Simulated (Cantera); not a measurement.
An isothermal, constant-pressure homogeneous reactor starts with C₂H₆ : N₂ = 1 : 45 (molar parts), at 1100 K and 248 Torr.

Detailed kinetics in Cantera: GRI-Mech 3.0 (53 species, 325 reactions). GRI-Mech 3.0 stops at C3 and has no aromatics, soot or wall deposition, so with more carbon than oxygen in the feed, carbon stays in small species such as C2H2 where larger ones or solid carbon would form.

One state of this run: x C₂H₆ = 0.0186; x H₂ = 0.00290; x C₂H₄ = 0.00292; x C₂H₂ = 2.60e-5; x HCN = 5.37e-12; x H = 3.79e-7; x CH₃ = 3.53e-6. x: mole fraction; the columns are a selection and need not sum to one.

### Question
Which value of t (s) does it belong to?
A. 14.8
B. 0.0544
C. 0.00330
D. 60.0

### Answer
B, 0.0544
